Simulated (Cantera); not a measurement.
## NO annealing gas

An isothermal, constant-pressure homogeneous reactor starts with 6.25 % NO, 93.8 % N2, at 1975 K and 18000 Pa.

Computed with Cantera and GRI-Mech 3.0 (53 species, 325 reactions).

| t (s) | x NO | x O2 | x NO2 | x N2 | x O |
|---|---|---|---|---|---|
| 1.00e-5 | 0.0625 | <1e-12 | 6.07e-12 | 0.938 | 6.80e-9 |
| 5.55e-5 | 0.0625 | 1.59e-11 | 1.82e-10 | 0.938 | 3.79e-8 |
| 0.000308 | 0.0625 | 4.98e-10 | 4.76e-9 | 0.938 | 2.16e-7 |
| 0.00171 | 0.0625 | 1.72e-8 | 7.99e-8 | 0.938 | 1.39e-6 |
| 0.00949 | 0.0625 | 7.83e-7 | 7.53e-7 | 0.938 | 1.02e-5 |
| 0.0527 | 0.0624 | 3.24e-5 | 2.96e-6 | 0.938 | 4.02e-5 |
| 0.292 | 0.0617 | 0.000356 | 3.70e-6 | 0.938 | 5.06e-5 |
| 1.62 | 0.0576 | 0.00239 | 5.43e-6 | 0.940 | 7.72e-5 |
| 9.01 | 0.0335 | 0.0144 | 6.77e-6 | 0.952 | 0.000161 |
| 50.0 | 0.00349 | 0.0294 | 9.95e-7 | 0.967 | 0.000224 |
x: mole fraction; the columns are a selection and need not sum to one.

Equilibrium at this temperature and pressure: NO 0.00299, O2 0.0296, NO2 8.55e-7, N2 0.967, O 0.000225 (gas phase only).
